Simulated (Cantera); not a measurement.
Input (Python, Cantera) and output of one run.

```python
import numpy as np
import cantera as ct

gas_names = """
    H H2 N NH NH2 NH3 N2 N2H2 N2H4 Si SiH SiH2 SiH3 SiH4 SiN Si2 Si2N Si3
""".split()
cond_names = """
    Si(cr) Si(L) Si3N4(a)
""".split()


# ... load() reads the species with a 1 bar reference pressure and builds the phases ...
atoms = {
    'trisilylamine': {'Si': 3, 'N': 1, 'H': 9},
    'N2': {'N': 2},
}
top_T = {'Si3N4(a)': 2400}  # K; cautious upper limits of use, not melting points


# ... equilibrate(T, P, feed) seeds the gas with the atoms and calls Mixture.equilibrate('TP', solver="vcs", rtol=1e-11, max_steps=5000) ...
results = []
T = 1750  # K
P = 2200  # Pa
for m in [1.5, 2, 2.7, 3.6, 4.9, 6.6, 8.9, 12, 16, 22, 29, 39]:
    feed = {'trisilylamine': 1, 'N2': m}  # mol
    mix = equilibrate(T, P, feed)
    results.append((T, P, feed, dict(zip(mix.species_names, mix.species_moles))))
    x = sorted(zip(gas.X, gas.species_names), reverse=True)
    print(f"T = {T:g} K  P = {P:g} Pa  n(N2) = {m:g} mol  gas = {mix.phase_moles(0):.4g} mol")
    print("   x: " + "  ".join(f"{s} {v:.3e}" for v, s in x if v > 1e-06))
    print("   condensed (mol): " + ("  ".join(f"{mix.phase(i).name} {mix.phase_moles(i):.4g}"
          for i in range(1, mix.n_phases) if mix.phase_moles(i) > 1e-12) or "none"))
```

Result:

```
T = 1750 K  P = 2200 Pa  n(N2) = 1.5 mol  gas = 5.445 mol
   x: H2 8.257e-01  N2 1.728e-01  H 1.425e-03  Si 6.823e-05  SiH2 1.720e-05  SiH 1.217e-05  Si2N 3.691e-06  SiN 2.169e-06
   condensed (mol): Si(L) 1.411  Si3N4(a) 0.5295
T = 1750 K  P = 2200 Pa  n(N2) = 2 mol  gas = 5.445 mol
   x: H2 8.257e-01  N2 1.728e-01  H 1.425e-03  Si 6.823e-05  SiH2 1.720e-05  SiH 1.217e-05  Si2N 3.691e-06  SiN 2.169e-06
   condensed (mol): Si(L) 0.6609  Si3N4(a) 0.7795
T = 1750 K  P = 2200 Pa  n(N2) = 2.7 mol  gas = 5.705 mol
   x: H2 7.881e-01  N2 2.104e-01  H 1.392e-03  Si 5.984e-05  SiH2 1.440e-05  SiH 1.042e-05  Si2N 3.132e-06  SiN 2.099e-06
   condensed (mol): Si3N4(a) 0.9998
T = 1750 K  P = 2200 Pa  n(N2) = 3.6 mol  gas = 6.605 mol
   x: H2 6.807e-01  N2 3.180e-01  H 1.294e-03  Si 4.544e-05  SiH2 9.443e-06  SiH 7.356e-06  Si2N 2.220e-06  SiN 1.959e-06
   condensed (mol): Si3N4(a) 0.9998
T = 1750 K  P = 2200 Pa  n(N2) = 4.9 mol  gas = 7.905 mol
   x: H2 5.686e-01  N2 4.301e-01  H 1.182e-03  Si 3.715e-05  SiH2 6.450e-06  SiH 5.497e-06  SiN 1.863e-06  Si2N 1.726e-06
   condensed (mol): Si3N4(a) 0.9999
T = 1750 K  P = 2200 Pa  n(N2) = 6.6 mol  gas = 9.606 mol
   x: N2 5.310e-01  H2 4.679e-01  H 1.073e-03  Si 3.228e-05  SiH2 4.612e-06  SiH 4.333e-06  SiN 1.799e-06  Si2N 1.448e-06
   condensed (mol): Si3N4(a) 0.9999
T = 1750 K  P = 2200 Pa  n(N2) = 8.9 mol  gas = 11.91 mol
   x: N2 6.215e-01  H2 3.775e-01  H 9.634e-04  Si 2.907e-05  SiH 3.504e-06  SiH2 3.350e-06  SiN 1.752e-06  Si2N 1.270e-06
   condensed (mol): Si3N4(a) 0.9998
T = 1750 K  P = 2200 Pa  n(N2) = 12 mol  gas = 15.01 mol
   x: N2 6.997e-01  H2 2.994e-01  H 8.580e-04  Si 2.686e-05  SiH 2.884e-06  SiH2 2.455e-06  SiN 1.718e-06  Si2N 1.151e-06
   condensed (mol): Si3N4(a) 0.9998
T = 1750 K  P = 2200 Pa  n(N2) = 16 mol  gas = 19.01 mol
   x: N2 7.628e-01  H2 2.364e-01  H 7.623e-04  Si 2.536e-05  SiH 2.419e-06  SiH2 1.830e-06  SiN 1.693e-06  Si2N 1.071e-06
   condensed (mol): Si3N4(a) 0.9998
T = 1750 K  P = 2200 Pa  n(N2) = 22 mol  gas = 25.01 mol
   x: N2 8.197e-01  H2 1.796e-01  H 6.645e-04  Si 2.417e-05  SiH 2.010e-06  SiN 1.673e-06  SiH2 1.325e-06  Si2N 1.009e-06
   condensed (mol): Si3N4(a) 0.9997
T = 1750 K  P = 2200 Pa  n(N2) = 29 mol  gas = 32.01 mol
   x: N2 8.591e-01  H2 1.403e-01  H 5.873e-04  Si 2.342e-05  SiH 1.722e-06  SiN 1.660e-06  SiH2 1.003e-06
   condensed (mol): Si3N4(a) 0.9997
T = 1750 K  P = 2200 Pa  n(N2) = 39 mol  gas = 42.01 mol
   x: N2 8.926e-01  H2 1.069e-01  H 5.126e-04  Si 2.283e-05  SiN 1.650e-06  SiH 1.465e-06
   condensed (mol): Si3N4(a) 0.9996
```

Equilibrium computed with Cantera from the NASA thermochemical tables; the gas is ideal and each condensed phase is pure. The feed counts by its element totals alone. Mutual solubility and eutectic melting of coexisting phases are not modelled. Gases not in the tables: Si2H6 and higher silanes.
